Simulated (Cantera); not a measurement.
A closed system holds: 1 mol SiCl4, 0.13 mol H2O, 72 mol H2, held at 1002 °C and 1330 Pa.

Cantera equilibrium calculation (NASA polynomials, part measured and part estimated; ideal gas, pure solids and liquids). Candidate condensed phases: H2O, Si, SiO2; 30 gas species. Mutual solubility and eutectic melting of coexisting phases are not modelled. The tables' values for SiCl3 are old estimates; treat these amounts as uncertain. The tables hold silica as quartz up to 1696 K and as liquid above; real silica turns to tridymite and cristobalite and melts near 1996 K. Rates play no part.

What is the equilibrium state?


| Item | Result |
|---|---|
| x(H2) | 0.952 |
| x(HCl) | 0.0422 |
| x(SiCl2) | 0.00485 |
| x(SiCl3) | 0.000335 |
| x(SiO) | 0.000306 |
| x(SiCl4) | 0.000151 |
| x(SiHCl3) | 0.000137 |
| x(SiH2Cl2) | 1.73e-5 |
| x(H) | 6.23e-6 |
| n(Si(s)) | 0.517 mol |
| n(SiO2(β-quartz)) | 0.0536 mol |
| gas amount | 74.12 mol |
